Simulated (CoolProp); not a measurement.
Vapour-liquid equilibrium of toluene (1) + p-xylene (2) at 0.607 MPa; x and y are mole fractions of (1).

The numbers come from the multi-fluid Helmholtz-energy mixture model, Lemmon 2006 and Zhou 2012; pair parameters Bell 2016 in CoolProp.

**Question.** Give the bubble temperature and the first vapour's composition at x = 0.05, 0.2, 0.95. Is there an azeotrope?

**Answer.** x = 0.05: 491.9 K, y = 0.077; x = 0.2: 486.1 K, y = 0.288; x = 0.95: 462.8 K, y = 0.969. No azeotrope shows between x = 0.05 and 0.95.

Pair parameters are fitted to limited data, so mixtures are less certain than the pure fluids.
